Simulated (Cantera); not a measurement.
Standard-state values (1 bar) from the NASA 1993 polynomials, evaluated with Cantera. Values are per mole of reaction as written; species without (g) are pure solids or liquids, kept so even where they would boil at 1 bar.

Problem. Between 550 and 775 K, where is each reaction favourable under standard conditions?
- 2 MgF2 + H2S(g) → SF4(g) + 2 Mg + H2(g)

Solution. 
- 2 MgF2 + H2S(g) → SF4(g) + 2 Mg + H2(g): ΔG° is 1410 kJ at 550 K and 1371 kJ at 775 K; it stays positive (K < 1). ΔH° is 1503 kJ and ΔS° 171 J/K at 775 K.
